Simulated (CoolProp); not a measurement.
Saturation properties of C3F8 (R218) (Tc = 345.0 K, pc = 26.40 bar, ω = 0.317).

Computed with CoolProp (reference Helmholtz-energy equation of state, Lemmon 2006). It is a short technical equation, of lower accuracy than the large ones.

| T (K) | p (bar) | vapour density (kg/m³) | liquid cp (kJ/(kg K)) | liquid conductivity (mW/(m K)) |
|---|---|---|---|---|
| 204 | 0.1770 | 1.995 | 0.9087 | 70.5 |
| 215 | 0.3436 | 3.710 | ___ | 67.7 |
| 226 | 0.6181 | 6.430 | ___ | 64.8 |
| 237 | 1.043 | ___ | 0.9765 | 61.9 |
| 248 | 1.667 | 16.42 | 1.002 | 58.9 |
| 259 | 2.545 | 24.67 | 1.031 | 55.8 |
| 270 | 3.737 | 35.92 | 1.063 | 52.8 |
| 281.1 | 5.323 | 51.24 | 1.100 | 49.8 |
| 292.1 | 7.345 | 71.62 | 1.145 | 46.9 |
| 303.1 | 9.890 | 99.20 | 1.205 | 44.0 |
| 314.1 | 13.05 | 137.5 | ___ | 41.3 |
| 325.1 | 16.93 | 194.4 | 1.459 | 38.7 |

Some entries are withheld; supply them.


- 215, liquid cp (kJ/(kg K)): 0.9300
- 226, liquid cp (kJ/(kg K)): 0.9525
- 237, vapour density (kg/m³): 10.52
- 314.1, liquid cp (kJ/(kg K)): 1.294

It boils at 236.4 K under 1 atm.

Thermal conductivity comes from a separate model (Huber 2003), an estimate that may be off by 10 % or more.
